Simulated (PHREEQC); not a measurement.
# Metal-bearing waste water: an equilibrium model

Consider water at 25 °C with 0.018 mol/kgw CuSO4, 0.0004 mol/kgw MgSO4, 0.92 mol/kgw HCl and 0.021 mol/kgw Na2SO4. Closed to the air; pH follows from the charge balance.

Computed with PHREEQC (ion-association model, phreeqc.dat).

```
Item                      Result
-----------------  -------------
pH                          0.18
ionic strength     0.969 mol/kgw
activity of water          0.968
density              1.018 g/cm³
total alkalinity     -920 meq/kg
```

```
species  molality  activity   log γ
-------  --------  --------  ------
Cl-         0.912     0.557  -0.214
H+          0.884     0.657  -0.128
Na+        0.0419    0.0306  -0.137
HSO4-      0.0363    0.0285  -0.105
Cu+2       0.0112   0.00233  -0.683
CuCl+     0.00577   0.00349  -0.219
SO4-2     0.00285  0.000446  -0.806
```

This is a speciation only: nothing precipitates in the calculation. Ionic strength above about 0.7 mol/kgw puts this run outside the model's range.
